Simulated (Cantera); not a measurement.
A perfectly stirred reactor is fed with CH2O : O2 : N2 = 0.013 : 0.009 : 1 (molar parts), equivalence ratio 1.4, at 11.0 bar; it is held at 1000 K, and followed from long to short residence time.

Detailed kinetics in Cantera: GRI-Mech 3.0 (53 species, 325 reactions).

What does this change do: 0.057 parts CH4 added?


```json
[
 {"quantity": "x(CH2O) at τ = 1.10 s", "before": "0.000103", "after": "0.000613"},
 {"quantity": "x(O2) at τ = 1.10 s", "before": "0.000847", "after": "0.00103"},
 {"quantity": "x(C2H) at τ = 1.10 s", "before": "<1e-12", "after": "<1e-12"},
 {"quantity": "x(HCN) at τ = 1.10 s", "before": "<1e-12", "after": "<1e-12"},
 {"quantity": "x(CH2CO) at τ = 1.10 s", "before": "2.97e-10", "after": "1.65e-5"},
 {"quantity": "x(CH2O) at τ = 32.0 ms", "before": "0.000838", "after": "0.00239"},
 {"quantity": "x(O2) at τ = 32.0 ms", "before": "0.00347", "after": "0.00210"},
 {"quantity": "x(C2H) at τ = 32.0 ms", "before": "<1e-12", "after": "<1e-12"},
 {"quantity": "x(HCN) at τ = 32.0 ms", "before": "<1e-12", "after": "<1e-12"},
 {"quantity": "x(CH2CO) at τ = 32.0 ms", "before": "7.07e-10", "after": "5.43e-6"}
]
```
GRI-Mech 3.0 stops at C3 and has no aromatics, soot or wall deposition, so with more carbon than oxygen in the feed, carbon stays in small species such as C2H2 where larger ones or solid carbon would form.
